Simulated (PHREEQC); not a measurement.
A solution holds 0.0073 mol FeSO4, 0.00021 mol CaCl2 and 3.4e-05 mol NaF per kg of water, at 20 °C. Closed to the air; pH follows from the charge balance.

Model: ion-association model, phreeqc.dat, run in PHREEQC.

This is a speciation only: nothing precipitates in the calculation.

Q: Order these S species by the share of S that they hold, largest first: CaSO4, FeSO4, SO4-2.

A: SO4-2 (76 %), FeSO4 (23 %), CaSO4 (0.68 %)

The pH is 6.13 and the ionic strength 0.0230 mol/kgw. Complexes and solids missing from the database can't appear. Fluoro complexes past AlF4- and FeF3 are missing from the database.
